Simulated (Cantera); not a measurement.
## Premixed flame

A freely propagating, adiabatic, planar premixed flame of H2 : O2 : N2 = 1 : 0.2 : 0.752 (molar parts), equivalence ratio 2.5, unburnt at 550 K and 0.168 atm; mixture-averaged transport, grid criteria slope 0.08 and curve 0.16, no radiation.

Model: the H2/O2 subset of GRI-Mech 3.0, which has no nitrogen chemistry, integrated in Cantera. Burning velocities carry a grid error of a few per cent, more on coarse grids.

| z (mm) | T (K) | u (m/s) | x H2 | x O2 | x O | x H2O2 | x HO2 | x H |
|---|---|---|---|---|---|---|---|---|
| -13.5 | 550 | 5.86 | 0.512 | 0.102 | <1e-8 | <1e-8 | <1e-8 | <1e-8 |
| -9.00 | 550 | 5.86 | 0.512 | 0.102 | <1e-8 | <1e-8 | <1e-8 | <1e-8 |
| -6.75 | 550 | 5.86 | 0.512 | 0.102 | <1e-8 | <1e-8 | <1e-8 | <1e-8 |
| -4.50 | 550 | 5.86 | 0.512 | 0.102 | <1e-8 | <1e-8 | 8.08e-7 | 3.70e-7 |
| -2.25 | 568 | 6.04 | 0.510 | 0.102 | 1.27e-5 | 9.39e-7 | 5.76e-5 | 0.000602 |
| -1.13 | 725 | 7.59 | 0.483 | 0.0974 | 0.000209 | 6.70e-7 | 3.29e-5 | 0.0121 |
| 0 | 1081 | 11.0 | 0.360 | 0.0553 | 0.00283 | 1.71e-7 | 1.21e-5 | 0.0745 |
| 1.13 | 1304 | 13.3 | 0.273 | 0.00578 | 0.00142 | 7.38e-8 | 1.24e-6 | 0.113 |
| 2.25 | 1385 | 14.0 | 0.270 | 0.000551 | 0.000662 | 5.61e-8 | 1.10e-7 | 0.110 |
| 4.50 | 1478 | 14.9 | 0.278 | 0.000220 | 0.000606 | 5.72e-8 | 4.10e-8 | 0.0972 |
| 9.00 | 1584 | 15.8 | 0.288 | 0.000185 | 0.000542 | 4.97e-8 | 3.22e-8 | 0.0819 |
| 18.0 | 1695 | 16.8 | 0.299 | 0.000139 | 0.000424 | 3.45e-8 | 2.36e-8 | 0.0653 |
| 36.0 | 1804 | 17.7 | 0.310 | 8.88e-5 | 0.000282 | 1.96e-8 | 1.58e-8 | 0.0489 |
x: mole fraction of selected species; z is measured from the peak of heat release.

```json
{
 "laminar_burning_velocity": "586 cm/s",
 "thermal_thickness": "4.50 mm",
 "peak x(O)": "0.00311",
 "peak x(H2O2)": "1.22e-6",
 "peak x(HO2)": "5.82e-5",
 "peak x(H)": "0.114"
}
```
